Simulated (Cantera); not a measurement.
A perfectly stirred reactor is fed with C₂H₆ : N₂ = 1 : 91 (molar parts), at 20.0 Pa; it is held at 1800 K, and followed from long to short residence time.

Model: GRI-Mech 3.0 (53 species, 325 reactions), integrated in Cantera. GRI-Mech 3.0 stops at C3 and has no aromatics, soot or wall deposition, so with more carbon than oxygen in the feed, carbon stays in small species such as C2H2 where larger ones or solid carbon would form. Radical loss at walls, strong at low pressure, is not modelled.

Task: Predict: x(C₂H₆) at τ = 21.0 s; x(H) at τ = 21.0 s; x(H₂) at τ = 21.0 s; x(CH₂) at τ = 21.0 s; x(CH₄) at τ = 21.0 s; x(C₂H₆) at τ = 81.0 ms; x(H) at τ = 81.0 ms; x(H₂) at τ = 81.0 ms; x(CH₂) at τ = 81.0 ms; x(CH₄) at τ = 81.0 ms.

Result: 
```json
{
  "x(C₂H₆) at τ = 21.0 s": "6.89e-6",
  "x(H) at τ = 21.0 s": "0.000581",
  "x(H₂) at τ = 21.0 s": "0.0196",
  "x(CH₂) at τ = 21.0 s": "8.12e-6",
  "x(CH₄) at τ = 21.0 s": "0.000612",
  "x(C₂H₆) at τ = 81.0 ms": "0.00133",
  "x(H) at τ = 81.0 ms": "0.00103",
  "x(H₂) at τ = 81.0 ms": "0.00781",
  "x(CH₂) at τ = 81.0 ms": "5.58e-5",
  "x(CH₄) at τ = 81.0 ms": "0.00114"
}
```
